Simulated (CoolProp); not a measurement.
Methane at 293.15 K and 0.109 MPa is throttled through a valve to 0.0576 MPa with no heat exchange. Each further row changes one setting.

Computed with CoolProp (reference Helmholtz-energy equation of state, Setzmann 1991).

```json
[
 {"case": "as stated", "temperature change (K)": "-0.2", "final density (kg/m³)": "0.380"},
 {"case": "outlet pressure 0.0173 MPa", "temperature change (K)": "-0.4", "final density (kg/m³)": "0.114"},
 {"case": "outlet pressure 0.0749 MPa", "temperature change (K)": "-0.2", "final density (kg/m³)": "0.494"}
]
```
